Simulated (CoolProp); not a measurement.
n-pentane at 328.29 K and 1.52 MPa is throttled through a valve to 0.159 MPa with no heat exchange. Each further row changes one setting.

The numbers come from the reference Helmholtz-energy equation of state, Thol 2019 in CoolProp.

```tsv
case	temperature change (K)	final phase	final density (kg/m³)
as stated	___	___	97.1
outlet pressure 0.0477 MPa	___	___	5.78
outlet pressure 0.207 MPa	___	liquid	___
```

Complete the blanks.


- as stated, temperature change (K): -5.2
- as stated, final phase: two-phase, vapour fraction 0.039
- outlet pressure 0.0477 MPa, temperature change (K): -39.5
- outlet pressure 0.0477 MPa, final phase: two-phase, vapour fraction 0.253
- outlet pressure 0.207 MPa, temperature change (K): +0.4
- outlet pressure 0.207 MPa, final density (kg/m³): 590
